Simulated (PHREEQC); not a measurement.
Ca(OH)2 is added in steps, without added water, to 1 kg of water holding 1 mmol/kgw H2SeO4 and 0.047 mmol/kgw CaCl2, at 25 °C. Oxygen is held at 0.21 atm. CO2 from the air is kept out. Solids allowed: Portlandite. Others were left out.

Base run: PHREEQC, ion-association model, wateq4f.dat. Each further column changes one thing. The table gives pH.

```tsv
Ca(OH)2 added (mol)	base	0.0014 mol/kgw KOH added	diluted 5-fold with water	diluted 10-fold with water	no solid may form
0	2.74	3.26	___	___	2.74
0.00029	2.89	4.74	10.24	___	2.89
0.00058	3.12	10.71	10.86	10.96	3.12
0.00087	3.63	11.02	___	11.16	3.63
0.00116	10.47	11.19	11.25	11.29	10.47
0.00145	10.91	___	11.36	11.39	10.91
0.00174	11.12	11.41	11.44	___	11.12
0.00203	11.26	11.49	11.52	11.54	11.26
0.00232	11.37	11.55	___	11.60	11.37
0.00261	11.45	11.61	11.63	11.65	11.45
0.0029	11.52	11.65	11.68	11.69	11.52
```

Problem. Fill in the missing entries.

Solution. 
- 0, diluted 5-fold with water: 3.41
- 0, diluted 10-fold with water: 3.71
- 0.00029, diluted 10-fold with water: 10.56
- 0.00087, diluted 5-fold with water: 11.10
- 0.00145, 0.0014 mol/kgw KOH added: 11.32
- 0.00174, diluted 10-fold with water: 11.47
- 0.00232, diluted 5-fold with water: 11.58
